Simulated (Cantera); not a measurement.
A closed system holds: 1 mol H2O, 0.089 mol O2, 5.8 mol N2, held at 0.0260 bar.

These are equilibrium values from Cantera (NASA tables, ideal gas, pure condensed phases), not measurements of a reactor. Candidate condensed phases: H2O; 24 gas species. Equilibrium is a limit: real reactors are often held back by kinetics, nucleation or transport.

Q: At 1950 K, list the 5 most abundant gas species with their mole fractions, and the condensed phases.

A: N2 0.840, H2O 0.142, O2 0.0122, OH 0.00232, NO 0.00165. Condensed: gas only.
